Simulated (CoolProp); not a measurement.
Saturation properties of decamethylcyclopentasiloxane (D5) (Tc = 345.1 °C, pc = 1.078 MPa, ω = 0.631).

Values from CoolProp's reference Helmholtz-energy equation of state, Thol 2019.

| T (°C) | p (MPa) | enthalpy of vaporisation (kJ/kg) | liquid cp (kJ/(kg K)) | surface tension (mN/m) |
|---|---|---|---|---|
| 28.45 | 2.599e-5 | 173.2 | 1.715 | 17.8 |
| 54.55 | 0.0001887 | 163.3 | 1.743 | 15.9 |
| 80.55 | 0.0009254 | 154.0 | 1.777 | 14.0 |
| 106.65 | 0.003403 | 145.1 | 1.816 | 12.1 |
| 132.65 | 0.009945 | 136.4 | 1.858 | 10.4 |
| 158.75 | 0.02449 | 127.9 | 1.903 | 8.70 |
| 184.75 | 0.05244 | 119.1 | 1.949 | 7.10 |
| 210.85 | 0.1011 | 110.0 | 1.999 | 5.59 |
| 236.85 | 0.1785 | 100.2 | 2.053 | 4.18 |
| 262.95 | 0.2951 | 89.20 | 2.118 | 2.89 |
| 289.05 | 0.4625 | 76.15 | 2.208 | 1.73 |

It boils at 210.9 °C under 1 atm.

Surface tension comes from a separate correlation (Mulero 2014), older than this fluid's equation and unchecked against measurements.
